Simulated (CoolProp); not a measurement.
A simple Rankine cycle with R236FA: condensing at 306.15 K, boiler at 1.08 MPa, turbine inlet 361.9 K, turbine efficiency 0.65, pump efficiency 0.7, no recuperator. Each further row changes one setting.

Values from CoolProp's reference Helmholtz-energy equation of state, Pan 2012.

```csv
case,thermal efficiency (%),net work (kJ/kg),heat in (kJ/kg),turbine exit temperature (K),volume ratio over the turbine
as stated,6.2,11.2,181,[?],3.30
turbine inlet 381.9 K,6.1,[?],202,359.5,[?]
condensing temperature 298.15 K,[?],13.9,191,333.6,[?]
boiler pressure 0.756 MPa,4.4,8.18,187,347.1,2.21
turbine efficiency 0.55,[?],9.34,181,340.0,[?]
```

### Question
Some entries are withheld; supply them.

### Answer

- as stated, turbine exit temperature (K): 338.0
- turbine inlet 381.9 K, net work (kJ/kg): 12.3
- turbine inlet 381.9 K, volume ratio over the turbine: 3.21
- condensing temperature 298.15 K, thermal efficiency (%): 7.3
- condensing temperature 298.15 K, volume ratio over the turbine: 4.29
- turbine efficiency 0.55, thermal efficiency (%): 5.2
- turbine efficiency 0.55, volume ratio over the turbine: 3.33
